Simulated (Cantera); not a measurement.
An isothermal, constant-pressure homogeneous reactor starts with CH3OH : O2 : N2 = 0.018 : 0.0065 : 1 (molar parts), at 1300 K and 900 Torr.

Model: GRI-Mech 3.0 (53 species, 325 reactions), integrated in Cantera. GRI-Mech 3.0 was tuned for natural gas; its chemistry of methanol as a main component is partial and can be far from experiment.

x: mole fraction; the columns are a selection and need not sum to one.

| t (s) | x CH3OH | x O2 | x H | x NO2 | x H2 | x CH3 | x C2H2 |
|---|---|---|---|---|---|---|---|
| 6.00e-5 | 0.0176 | 0.00634 | 1.16e-8 | <1e-12 | 1.36e-6 | (withheld) | <1e-12 |
| 0.000221 | 0.0176 | 0.00634 | 1.50e-8 | <1e-12 | 6.01e-6 | (withheld) | 3.02e-12 |
| 0.000811 | 0.0175 | 0.00632 | 3.42e-8 | <1e-12 | 3.60e-5 | (withheld) | 1.14e-11 |
| 0.00298 | 0.0155 | 0.00575 | 1.28e-6 | 6.61e-12 | 0.00138 | (withheld) | 6.80e-11 |
| 0.0110 | 1.34e-9 | 5.36e-8 | 0.000286 | <1e-12 | 0.0229 | (withheld) | 1.36e-7 |
| 0.0403 | 2.75e-10 | 1.41e-10 | 1.91e-5 | <1e-12 | 0.0234 | (withheld) | 1.54e-7 |
| 0.148 | 5.66e-11 | 9.90e-12 | 3.49e-6 | <1e-12 | 0.0236 | (withheld) | 1.64e-7 |
| 0.544 | 1.40e-11 | 1.05e-12 | 8.56e-7 | <1e-12 | 0.0237 | (withheld) | 1.66e-7 |
| 2.00 | 4.21e-12 | <1e-12 | 2.60e-7 | <1e-12 | 0.0238 | (withheld) | 1.66e-7 |

Task: Fill in the missing entries.

Result: 
- 6.00e-5, x CH3: 2.56e-7
- 0.000221, x CH3: 5.13e-7
- 0.000811, x CH3: 3.83e-7
- 0.00298, x CH3: 9.96e-8
- 0.0110, x CH3: 5.85e-7
- 0.0403, x CH3: 1.16e-7
- 0.148, x CH3: 2.42e-8
- 0.544, x CH3: 6.06e-9
- 2.00, x CH3: 1.85e-9
